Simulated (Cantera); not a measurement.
Source: NASA polynomial tables (part measured, part estimated), evaluated in Cantera. Values are per mole of reaction as written; species without (g) are pure solids or liquids, kept so even where they would boil at 1 bar. The tables' values for C2F4 are old estimates.

Between 300 and 1450 K, where is each reaction favourable under standard conditions?
- PbF2 + 2 CF3(g) = Pb + 2 CF4(g)
- 2 PbF2 + C2F4(g) = 2 Pb(g) + 2 CF4(g)


- PbF2 + 2 CF3(g) = Pb + 2 CF4(g): ΔG° is -232 kJ at 300 K and -138 kJ at 1450 K; it stays negative (K > 1). ΔH° is -294 kJ and ΔS° -108 J/K at 1450 K.
- 2 PbF2 + C2F4(g) = 2 Pb(g) + 2 CF4(g): ΔG° is 432 kJ at 300 K and 135 kJ at 1450 K; it stays positive (K < 1). ΔH° is 405 kJ and ΔS° 186 J/K at 1450 K.
